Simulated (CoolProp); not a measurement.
Vapour-liquid equilibrium of R134a (1) + isobutane (2) at 0.126 MPa; x and y are mole fractions of (1).

Computed with CoolProp (multi-fluid Helmholtz-energy mixture model, Tillner-Roth 1994 and Bücker 2006; pair parameters Bell 2016).

```tsv
x	bubble temperature, mixture model (K)	bubble temperature, Raoult's law (K)	y, mixture model	y, Raoult's law
0.05	258.5	266.0	0.307	0.089
0.15	250.6	263.9	0.532	0.246
0.25	247.8	262.1	0.606	0.381
0.35	246.8	260.4	0.635	0.498
0.45	246.5	258.8	0.646	0.601
0.55	246.4	257.3	0.652	0.692
0.65	246.4	256.0	0.659	0.773
0.75	246.4	254.8	0.676	0.846
0.85	247.0	253.6	0.723	0.912
0.95	249.3	252.5	0.854	0.972
```

The largest gap from Raoult's law is -14.3 K in bubble temperature, at x = 0.25. y crosses x between x = 0.65 and 0.75: the model has an azeotrope there.

The pair parameters rest on a limited set of measurements; away from them the model extrapolates. With so large a gap from Raoult's law the liquid may split in two, which this calculation doesn't test in full.
